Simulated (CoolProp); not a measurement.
Vapour-liquid equilibrium of neopentane (1) + n-pentane (2) at 345.5 K; x and y are mole fractions of (1).

Model: multi-fluid Helmholtz-energy mixture model, Lemmon 2006 and Thol 2019; pair parameters Bell 2016, in CoolProp.

Question: Give the bubble pressure and the first vapour's composition at x = 0.2, 0.8, 0.95. Is there an azeotrope?

Answer: x = 0.2: 0.3649 MPa, y = 0.322; x = 0.8: 0.5551 MPa, y = 0.878; x = 0.95: 0.6035 MPa, y = 0.971. No azeotrope shows between x = 0.05 and 0.95.

The pair parameters rest on a limited set of measurements; away from them the model extrapolates.
